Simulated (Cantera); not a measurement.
A perfectly stirred reactor is fed with CH₄ : N₂ = 1 : 150 (molar parts), at 0.00100 bar; it is held at 1550 K, and followed from long to short residence time.

Detailed kinetics in Cantera: GRI-Mech 3.0 (53 species, 325 reactions). GRI-Mech 3.0 stops at C3 and has no aromatics, soot or wall deposition, so with more carbon than oxygen in the feed, carbon stays in small species such as C2H2 where larger ones or solid carbon would form. Radical loss at walls, strong at low pressure, is not modelled.

### Question
What does this change do: N2 150 to 1200 parts?

### Answer
```
quantity                 before     after
---------------------  --------  --------
x(CH₄) at τ = 12.0 s    0.00583  0.000797
x(CH₂) at τ = 12.0 s    4.49e-8   9.21e-9
x(H) at τ = 12.0 s      1.25e-6   1.65e-7
x(C₂H) at τ = 12.0 s   8.34e-10  8.74e-11
x(HCN) at τ = 12.0 s    1.38e-8   3.00e-9
x(CH₄) at τ = 49.0 ms   0.00662  0.000833
x(CH₂) at τ = 49.0 ms  4.84e-12    <1e-12
x(H) at τ = 49.0 ms     3.44e-8   1.84e-8
x(C₂H) at τ = 49.0 ms    <1e-12    <1e-12
x(HCN) at τ = 49.0 ms    <1e-12    <1e-12
```

### Question
What does this change do: pressure from 0.00100 bar to 1.90 bar?

### Answer
```
quantity                 before     after
---------------------  --------  --------
x(CH₄) at τ = 12.0 s    0.00583  0.000909
x(CH₂) at τ = 12.0 s    4.49e-8  9.03e-10
x(H) at τ = 12.0 s      1.25e-6   2.02e-6
x(C₂H) at τ = 12.0 s   8.34e-10   1.71e-9
x(HCN) at τ = 12.0 s    1.38e-8   6.32e-7
x(CH₄) at τ = 49.0 ms   0.00662   0.00538
x(CH₂) at τ = 49.0 ms  4.84e-12   8.98e-9
x(H) at τ = 49.0 ms     3.44e-8   6.33e-7
x(C₂H) at τ = 49.0 ms    <1e-12  4.40e-10
x(HCN) at τ = 49.0 ms    <1e-12   1.11e-8
```
